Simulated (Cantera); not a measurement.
Feed: 1 mol HCl, 0.66 mol H₂O, 0.52 mol O₂, at 28.5 Torr.

Method: chemical equilibrium by Gibbs-energy minimisation in Cantera with the NASA 1993 tables (ideal gas, pure condensed phases). Candidate condensed phases: H₂O; 14 gas species. Kinetics and transport are ignored. All values below are at 973 K.

Base state: HCl 0.421, H₂O 0.327, O₂ 0.230, Cl₂ 0.0210, Cl 0.000191 (mole fractions); condensed: gas only.

Question: What changes in the equilibrium state with this change: pressure from 28.5 Torr to 3000 Torr?

Answer: 
```
species    before    after
-------  --------  -------
H₂O         0.327    0.402
HCl         0.421    0.305
O₂          0.230    0.206
Cl₂        0.0210   0.0866
HOCl      6.14e-6  4.31e-5
Cl       0.000191  3.77e-5
```
